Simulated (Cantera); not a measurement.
**Titanium nitride, carbide and oxide coatings: Ti + CH₄**

Feed: 1 mol Ti, a varied amount of CH₄, equilibrated at 1375 K and 10.0 mbar.

These are equilibrium values from Cantera (NASA tables, ideal gas, pure condensed phases), not measurements of a reactor. Candidate condensed phases: C, C₆H₆, C₇H₈, C₈H₁₈, Ti, TiC; 77 gas species. Mutual solubility and eutectic melting of coexisting phases are not modelled. TiC: taken at fixed stoichiometry. Condensed phases not in the tables: N, O or C dissolved in the metal. Equilibrium is a limit: real reactors are often held back by kinetics, nucleation or transport.

From 0.27 mol CH₄ to 0.82 mol CH₄ the condensed part is Ti(β) + TiC(s). At 1 mol CH₄ the condensed part is TiC(s). From 1.3 mol CH₄ to 3.8 mol CH₄ the condensed part is C(graphite) + TiC(s).

```csv
n(CH₄) (mol),x H₂,x CH₄,x H,x C₂H₂ (acetylene),n Ti(β),n TiC(s),n C(graphite)
0.27,1.000,2.11e-11,3.43e-5,<1e-12,0.730,0.270,0
0.34,1.000,2.11e-11,3.43e-5,<1e-12,0.660,0.340,0
0.42,1.000,2.11e-11,3.43e-5,<1e-12,0.580,0.420,0
0.53,1.000,2.11e-11,3.43e-5,<1e-12,0.470,0.530,0
0.66,1.000,2.11e-11,3.43e-5,<1e-12,0.340,0.660,0
0.82,1.000,2.11e-11,3.43e-5,<1e-12,0.180,0.820,0
1,1.000,2.86e-10,3.43e-5,<1e-12,0,1.00,0
1.3,1.000,4.98e-5,3.43e-5,1.78e-6,0,1.00,0.300
1.6,1.000,4.98e-5,3.43e-5,1.78e-6,0,1.00,0.600
2,1.000,4.98e-5,3.43e-5,1.78e-6,0,1.00,1.000
2.5,1.000,4.98e-5,3.43e-5,1.78e-6,0,1.00,1.50
3.1,1.000,4.98e-5,3.43e-5,1.78e-6,0,1.00,2.10
3.8,1.000,4.98e-5,3.43e-5,1.78e-6,0,1.00,2.80
```
x: gas mole fraction; n: condensed amount in mol.
